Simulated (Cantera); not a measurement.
# TiCl4 + CH4 + H2 + C3H8 (titanium nitride, carbide and oxide coatings)

Feed: 1 mol TiCl4, 0.42 mol CH4, 24 mol H2, 0.53 mol C3H8, at 1623 K and 0.133 bar.

These are equilibrium values from Cantera (NASA tables, ideal gas, pure condensed phases), not measurements of a reactor. Candidate condensed phases: C, C6H6, C7H8, C8H18, Ti, TiC, TiCl2, TiCl3, TiCl4; 96 gas species. The tables' values for TiCl2 are old estimates; treat these amounts as uncertain. TiC: taken at fixed stoichiometry. Equilibrium is a limit: real reactors are often held back by kinetics, nucleation or transport.

- x(H2) = 0.862
- x(HCl) = 0.137
- x(TiCl3) = 0.000261
- x(H) = 0.000176
- x(CH4) = 0.000147
- x(C2H2 (acetylene)) = 3.00e-5
- x(Cl) = 2.20e-5
- x(TiCl4) = 2.06e-5
- x(TiCl2) = 1.03e-5
- n(C(graphite)) = 1.01 mol
- n(TiC(s)) = 0.992 mol
- gas amount = 28.95 mol
- log10 activity of Ti(β) (absent) = -5.28
- log10 activity of TiCl4(l) (absent) = -7.52
